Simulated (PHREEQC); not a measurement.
A solution holds 0.13 mol CuSO4 and 0.075 mol H2SO4 per kg of water, at 25 °C. Closed to the air; pH follows from the charge balance.

All values are PHREEQC results (ion-association model, wateq4f.dat), not measurements.

```tsv
quantity	before	after
pH	1.34	0.28
ionic strength (mol/kgw)	0.342	1.08
HSO4- (mol/kgw)	0.0908	0.786
SO4-2 (mol/kgw)	0.0589	0.0633
```

### Question
Name the change that produced these shifts.
A) H2SO4 replaced by NiSO4 at the same molality
B) H2SO4 from 0.075 to 0.15 mol/kgw
C) H2SO4 from 0.075 to 0.75 mol/kgw
D) CuSO4 replaced by NH4HSO4 at the same molality
E) CuSO4 from 0.13 to 0.013 mol/kgw

### Answer
C, H2SO4 from 0.075 to 0.75 mol/kgw

This is a speciation only: nothing precipitates in the calculation. The ionic strength passes 0.7 mol/kgw, the rough limit of the ion-association models, in after.
